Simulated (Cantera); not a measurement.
# SO2 + H2 (abatement and gas-phase synthesis)

Input: 1 mol SO2, 2.2 mol H2, at 1925 K and 10.0 Torr.

Equilibrium computed with Cantera from the NASA thermochemical tables; the gas is ideal and each condensed phase is pure. Candidate condensed phases: H2O, H2SO4, S; 19 gas species. Rates play no part.

```yaml
x(H2O): 0.419
x(H2): 0.318
x(SO2): 0.112
x(S2): 0.0835
x(SO): 0.0389
x(SH): 0.00979
x(H2S): 0.00774
x(S): 0.00478
x(H): 0.00467
gas_amount: 2.924 mol
log10 activity of S(l) (absent): -3.02
```
